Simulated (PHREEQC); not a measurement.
Make-up at 10 °C and 100 atm: 0.023 mol/kgw K2CO3, 0.088 mol/kgw K2SO4 and 0.17 mol/kgw KH2PO4. Closed to the air; pH follows from the charge balance.

Model: ion-association model, phreeqc.dat, run in PHREEQC.

Each row changes one thing in this solution. This is a speciation only: nothing precipitates in the calculation.

```json
[
 {"case": "as made", "pH": "6.09", "ionic strength (mol/kgw)": "0.459", "K+ (mol/kgw)": "0.363"},
 {"case": "K2CO3 replaced by Na2CO3 at the same molality", "pH": "6.09", "ionic strength (mol/kgw)": "0.459", "K+ (mol/kgw)": "0.321"},
 {"case": "K2CO3 left out", "pH": "4.32", "ionic strength (mol/kgw)": "___", "K+ (mol/kgw)": "0.323"},
 {"case": "K2SO4 left out", "pH": "___", "ionic strength (mol/kgw)": "0.245", "K+ (mol/kgw)": "0.213"},
 {"case": "temperature from 10 to 85 °C", "pH": "5.91", "ionic strength (mol/kgw)": "0.422", "K+ (mol/kgw)": "___"},
 {"case": "K2CO3 from 0.023 to 0.0046 mol/kgw", "pH": "___", "ionic strength (mol/kgw)": "0.403", "K+ (mol/kgw)": "0.331"},
 {"case": "KH2PO4 left out", "pH": "11.35", "ionic strength (mol/kgw)": "___", "K+ (mol/kgw)": "0.204"}
]
```

Q: Complete the blanks.

A: 
- K2CO3 left out, ionic strength (mol/kgw): 0.388
- K2SO4 left out, pH: 6.17
- temperature from 10 to 85 °C, K+ (mol/kgw): 0.344
- K2CO3 from 0.023 to 0.0046 mol/kgw, pH: 5.41
- KH2PO4 left out, ionic strength (mol/kgw): 0.296

Species that the database lacks are ignored. Under pressure, the constants of complexes without a molar volume in the database are unreliable. At this temperature some constants are extrapolated from 25 °C, and those without enthalpy data are left unchanged.
